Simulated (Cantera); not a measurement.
A perfectly stirred reactor is fed with NH₃ : H₂ = 1 : 3.4 (molar parts), at 0.0263 atm; it is held at 1800 K, and followed from long to short residence time.

Detailed kinetics in Cantera: the gas-phase N/H chemistry of the illustrative SiF4/NH3 mechanism in the Surface Chemkin manual (1991). Walls and surfaces, which speed up NH3 decomposition in real reactors, are not modelled.

### Question
What does this change do: pressure from 0.0263 atm to 0.132 atm?

### Answer
```
quantity                 before     after
---------------------  --------  --------
x(NH₃) at τ = 3.70 s      0.162     0.104
x(H₂) at τ = 3.70 s       0.811     0.845
x(NH₂) at τ = 3.70 s   0.000163  0.000102
x(N) at τ = 3.70 s      2.21e-7   1.32e-7
x(H) at τ = 3.70 s     0.000305  0.000308
x(NH₃) at τ = 39.0 ms     0.227     0.224
x(H₂) at τ = 39.0 ms      0.773     0.774
x(NH₂) at τ = 39.0 ms  0.000141  0.000160
x(N) at τ = 39.0 ms     7.30e-8   1.09e-7
x(H) at τ = 39.0 ms    0.000180  0.000207
```
